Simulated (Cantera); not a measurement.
Input: 1 mol TEOS, 1 mol H2O, 2.4 mol H2, 0.00073 mol N2, equilibrated at 0.190 bar.

Equilibrium computed with Cantera from the NASA thermochemical tables; the gas is ideal and each condensed phase is pure. Candidate condensed phases: C, C6H6, C7H8, C8H18, H2O, Si, SiC, SiO2, Si2N2O, Si3N4; 151 gas species. The feed counts by its element totals alone. Equilibrium is a limit: real reactors are often held back by kinetics, nucleation or transport.

### Question
At 2023 K, list the 6 most abundant gas species with their mole fractions, and the condensed phases.

### Answer
H2 0.724, CO 0.269, H 0.00371, SiO 0.00264, C2H2 (acetylene) 0.000647, HCN 4.98e-5. Condensed: C(graphite) + SiC(s).
